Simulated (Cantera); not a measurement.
Adiabatic ignition

An adiabatic, constant-volume homogeneous reactor starts with 7.93 % CH₄, 19.3 % O₂, 72.7 % N₂, equivalence ratio 0.82, at 1800 K and 18800 Torr.

Model: GRI-Mech 3.0 (53 species, 325 reactions), integrated in Cantera. The pressure lies above the range GRI-Mech 3.0 was tuned for (to about 10 atm). Above 3000 K some thermodynamic fits are extrapolated.

| t (s) | T (K) | P (bar) | x CH₄ | x O₂ | x H₂O₂ | x H₂O | x HCO |
|---|---|---|---|---|---|---|---|
| 3.00e-6 | 1806 | 25.1 | 0.0769 | 0.192 | 2.82e-6 | 0.00144 | 3.59e-7 |
| 1.15e-5 | 3225 | 46.2 | <1e-12 | 0.0396 | 4.20e-6 | 0.131 | 3.16e-7 |
| 4.38e-5 | 3200 | 45.8 | <1e-12 | 0.0334 | 3.75e-6 | 0.132 | 3.07e-7 |
| 0.000168 | 3199 | 45.8 | <1e-12 | 0.0331 | 3.72e-6 | 0.132 | 3.06e-7 |
| 0.000641 | 3199 | 45.8 | <1e-12 | 0.0331 | 3.72e-6 | 0.132 | 3.06e-7 |
| 0.00245 | 3199 | 45.8 | <1e-12 | 0.0331 | 3.72e-6 | 0.132 | 3.06e-7 |
| 0.00936 | 3199 | 45.8 | <1e-12 | 0.0331 | 3.72e-6 | 0.132 | 3.06e-7 |
| 0.0358 | 3199 | 45.8 | <1e-12 | 0.0331 | 3.72e-6 | 0.132 | 3.06e-7 |
| 0.137 | 3199 | 45.8 | <1e-12 | 0.0331 | 3.72e-6 | 0.132 | 3.06e-7 |
| 0.523 | 3199 | 45.8 | <1e-12 | 0.0331 | 3.72e-6 | 0.132 | 3.06e-7 |
| 2.00 | 3199 | 45.8 | <1e-12 | 0.0331 | 3.72e-6 | 0.132 | 3.06e-7 |
x: mole fraction; the columns are a selection and need not sum to one.

- time of steepest temperature rise = 7.10 µs
- temperature at 2.00 s = 3199 K
- equilibrium temperature = 3199 K
- x(CH₄) at 2.00 s = <1e-12 (gas-phase equilibrium <1e-12)
- x(O₂) at 2.00 s = 0.0331 (gas-phase equilibrium 0.0331)
- x(H₂O₂) at 2.00 s = 3.72e-6 (gas-phase equilibrium 3.72e-6)
